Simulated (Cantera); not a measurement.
A closed system holds: 1 mol AlN, 0.12 mol C, 2.3 mol N2, at 1852 °C and 75.0 Torr.

Method: chemical equilibrium by Gibbs-energy minimisation in Cantera with the NASA 1993 tables (ideal gas, pure condensed phases). Candidate condensed phases: Al, AlN, C; 16 gas species. The numbers say what is thermodynamically allowed, not how fast it happens.

Question: What is the equilibrium state?

Answer: 
```json
{
 "x(N2)": "0.994",
 "x(Al)": "0.00604",
 "x(CN)": "8.26e-6",
 "x(C2N2)": "5.46e-6",
 "n(AlN(s))": "0.986 mol",
 "n(C(graphite))": "0.120 mol",
 "gas_amount": "2.321 mol",
 "log10 activity of Al(l) (absent)": "-1.46"
}
```
